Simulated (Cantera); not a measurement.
Charge: 1 mol Si3N4, 0.001 mol O2, 2.1 mol N2, 0.0033 mol H2O, held at 1798.15 K and 0.270 Torr.

Method: chemical equilibrium by Gibbs-energy minimisation in Cantera with the NASA 1993 tables (ideal gas, pure condensed phases). Candidate condensed phases: H2O, Si, SiO2, Si2N2O, Si3N4; 35 gas species. The tables' values for SiN are old estimates; treat these amounts as uncertain. Kinetics and transport are ignored.

Base state: N2 0.989, Si 0.00859, SiO 0.00128, H2 0.000572, H 0.000444, Si2N 0.000116, SiN 7.21e-5, Si2 5.16e-5 (mole fractions); condensed: Si(l).

**Question.** What changes in the equilibrium state with this change: 0.052 mol CH4 added?

**Answer.** 
| species | before | after |
|---|---|---|
| N2 | 0.989 | 0.963 |
| H2 | 0.000572 | 0.0238 |
| Si | 0.00859 | 0.00859 |
| H | 0.000444 | 0.00286 |
| CO | 0 | 0.000116 |
| Si2C | 0 | 9.03e-5 |
| HCN | 0 | 2.20e-5 |
| Si(l), mol | 2.96 | 2.90 |
| SiC(s), mol | 0 | 0.0510 |
Mutual solubility and eutectic melting of coexisting phases are not modelled. Further candidate phases: C, C6H6, C7H8, C8H18, SiC.

**Question.** What changes in the equilibrium state with this change: temperature from 1798.15 K to 1223.15 K?

**Answer.** 
```
species           before    after
--------------  --------  -------
N2                 0.989    0.998
H2              0.000572  0.00157
H               0.000444  6.29e-7
Si               0.00859    <1e-9
SiO              0.00128  3.27e-8
Si2N            0.000116    <1e-9
SiN              7.21e-5    <1e-9
Si2              5.16e-5    <1e-9
Si3              1.23e-5    <1e-9
Si(l), mol          2.96        0
Si2N2O(s), mol         0  0.00530
Si3N4(s), mol          0    0.996
```
Mutual solubility and eutectic melting of coexisting phases are not modelled.
